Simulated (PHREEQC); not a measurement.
A solution holds 0.034 mol NaOH per kg of water, at 25 °C. Closed to the air; pH follows from the charge balance.

Equilibrium calculation in PHREEQC: ion-association model, phreeqc.dat.

This is a speciation only: nothing precipitates in the calculation.

### Question
Estimate the pH, specific conductance.

### Answer
pH 12.45; specific conductance 7480 µS/cm.
